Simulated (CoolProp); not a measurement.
Computed with CoolProp (reference Helmholtz-energy equation of state, Smukala 2000).

Question: Give the vapour pressure (MPa), liquid density (kg/m³), enthalpy of vaporisation (kJ/kg) of saturated ethylene at 162.7, 189.3 K.

Answer: 
| T (K) | p (MPa) | liquid density (kg/m³) | enthalpy of vaporisation (kJ/kg) |
|---|---|---|---|
| 162.7 | 0.0671 | 577 | 492 |
| 189.3 | 0.286 | 538 | 451 |
